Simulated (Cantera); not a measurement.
A closed system holds: 1 mol Ta2O5, 0.75 mol H2, equilibrated at 7.50 Torr.

These are equilibrium values from Cantera (NASA tables, ideal gas, pure condensed phases), not measurements of a reactor. Candidate condensed phases: H2O, Ta, Ta2O5; 12 gas species. Mutual solubility and eutectic melting of coexisting phases are not modelled. Condensed phases not in the tables: N, O or C dissolved in the metal. Equilibrium is a limit: real reactors are often held back by kinetics, nucleation or transport.

x: gas mole fraction; n: condensed amount in mol.

```csv
T (K),x H2,x H,x H2O,x TaO2,n Ta2O5(s),n Ta(s),n Ta2O5(l)
973,1.00,1.08e-8,1.15e-7,<1e-12,1.00,0,0
1073,1.000,1.40e-7,6.99e-7,<1e-12,1.00,0,0
1173,1.000,1.18e-6,3.09e-6,<1e-12,1.00,0,0
1273,1.000,7.13e-6,1.07e-5,<1e-12,1.000,0,0
1373,1.000,3.33e-5,3.06e-5,…,1.000,0,0
1473,1.000,0.000126,7.53e-5,…,1.000,0,0
1573,0.999,0.000406,0.000164,…,1.000,0,0
1673,0.999,0.00114,0.000325,…,1.000,0,0
1773,0.997,0.00284,0.000591,…,1.000,0,0
1873,0.993,0.00643,0.00100,…,1.000,0.000299,0
1973,0.985,0.0134,0.00160,…,1.000,0.000468,0
2073,0.971,0.0259,0.00239,…,0,0.000646,1.000
```

Question: Complete the blanks.

Answer: 
- 1373, x TaO2: 1.02e-11
- 1473, x TaO2: 3.50e-10
- 1573, x TaO2: 7.53e-9
- 1673, x TaO2: 1.11e-7
- 1773, x TaO2: 1.19e-6
- 1873, x TaO2: 9.87e-6
- 1973, x TaO2: 6.53e-5
- 2073, x TaO2: 0.000350
